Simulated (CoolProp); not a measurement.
Aqueous lithium chloride as a coolant, at -7 °C, 1 atm.

Values from CoolProp's Melinder's fits for secondary coolants.

| mass % | freezing point (°C) | conductivity (W/(m K)) | cp (kJ/(kg K)) | density (kg/m³) | viscosity (mPa s) |
|---|---|---|---|---|---|
| 7.6 | -8.5 | 0.536 | 3.761 | ___ | 2.82 |
| 9.8 | -11.9 | 0.532 | 3.632 | 1059 | 3.04 |
| 12 | -16.1 | 0.529 | 3.505 | 1072 | 3.29 |
| 14.2 | -21.5 | 0.525 | 3.382 | 1086 | 3.57 |
| 16.4 | ___ | 0.521 | 3.265 | 1099 | 3.89 |
| 18.6 | -37.5 | 0.517 | 3.157 | 1113 | 4.25 |
| 20.8 | -47.7 | 0.514 | 3.064 | 1127 | 4.68 |
| 23 | -58.3 | 0.510 | ___ | 1141 | 5.20 |

Task: What belongs in the gaps?

Result: 
- 7.6, density (kg/m³): 1046
- 16.4, freezing point (°C): -28.6
- 23, cp (kJ/(kg K)): 2.994
